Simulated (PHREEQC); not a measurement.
Solution (17 °C): 6.7 mmol/kgw Pb(NO3)2, 1.2 mmol/kgw MgSO4 and 0.66 mmol/kgw NaCl. Closed to the air; pH follows from the charge balance.

Computed with PHREEQC (ion-association model, phreeqc.dat).

No solid was allowed to form.

### Question
Predict the pH, ionic strength.

### Answer
pH 5.07; ionic strength 0.0218 mol/kgw.

### Question
In which forms is Mg present?

### Answer
Mg+2 96 %, MgSO4 3.6 % of the Mg.

Examples of supersaturated solids here: Anglesite. Others may be too. Species that the database lacks are ignored.
